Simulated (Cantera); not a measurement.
Feed: 1 mol NaOH, 1.6 mol H2O, 0.26 mol CO2, 0.019 mol C, equilibrated at 0.000160 bar.

Equilibrium computed with Cantera from the NASA thermochemical tables; the gas is ideal and each condensed phase is pure. Candidate condensed phases: C, C6H6, C7H8, C8H18, H2O, Na, NaOH, NaO2, Na2CO3, Na2O, Na2O2; 117 gas species. Rates play no part.

Which condensed phases are stable at each of these points (T (K)): 898, 998, 1098, 1198, 1298, 1398, 1498, 1598?


| T (K) | condensed phases | Na condensed (%) |
|---|---|---|
| 898 | NaOH(l) + Na2CO3(s) | 94.9 |
| 998 | Na2CO3(s) | 55.8 |
| 1098 | Na2CO3(s) | 47.3 |
| 1198 | gas only | 0.0 |
| 1298 | gas only | 0.0 |
| 1398 | gas only | 0.0 |
| 1498 | gas only | 0.0 |
| 1598 | gas only | 0.0 |

At 898 K the condensed part is NaOH(l) + Na2CO3(s). From 998 K to 1098 K the condensed part is Na2CO3(s). From 1198 K to 1598 K nothing is condensed.
